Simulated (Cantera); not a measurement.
Mixture: CH4 : O2 : N2 = 1 : 1.67 : 6.27 (molar parts), at 50000 Pa, adiabatic and at constant volume. Ignition delay is the time to a rise of 400 K.

Detailed kinetics in Cantera: GRI-Mech 3.0 (53 species, 325 reactions).

Q: What does this change do: 0.098 parts C2H6 added?

A: 
| quantity | before | after |
|---|---|---|
| delay at 1273 K | 29.9 ms | 4.54 ms |
| delay at 1373 K | 8.19 ms | 1.54 ms |
| delay at 1473 K | 2.65 ms | 0.567 ms |
| delay at 1573 K | 1.02 ms | 0.238 ms |
| delay at 1673 K | 0.463 ms | 0.116 ms |
| apparent activation energy between 1573 and 1673 K | 170 kJ/mol | 160 kJ/mol |

Q: What does this change do: pressure from 50000 Pa to 101000 Pa?

A: 
| quantity | before | after |
|---|---|---|
| delay at 1273 K | 29.9 ms | 17.2 ms |
| delay at 1373 K | 8.19 ms | 4.84 ms |
| delay at 1473 K | 2.65 ms | 1.56 ms |
| delay at 1573 K | 1.02 ms | 0.581 ms |
| delay at 1673 K | 0.463 ms | 0.252 ms |
| apparent activation energy between 1573 and 1673 K | 170 kJ/mol | 180 kJ/mol |
